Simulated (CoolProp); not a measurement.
Properties of hydrogen chloride along the isotherm 75.45 °C.

Values from CoolProp's reference Helmholtz-energy equation of state, Thol 2018.

```
p (MPa)          phase  cv (kJ/(kg K))  isothermal compressibility (1/MPa)  expansivity (1/kK)
-------  -------------  --------------  ----------------------------------  ------------------
9.24     supercritical          0.8925                              0.2128               14.94
18.5     supercritical          0.8614                             0.02583               9.489
27.7     supercritical          0.8299                            0.009816               5.026
36.9     supercritical          0.8251                            0.006066               3.699
46.2     supercritical          0.8265                            0.004392               3.023
55.4     supercritical          0.8299                            0.003458               2.608
64.7     supercritical          0.8341                            0.002851               2.317
73.9     supercritical          0.8385                            0.002432               2.104
83.1     supercritical          0.8430                            0.002121               1.938
```
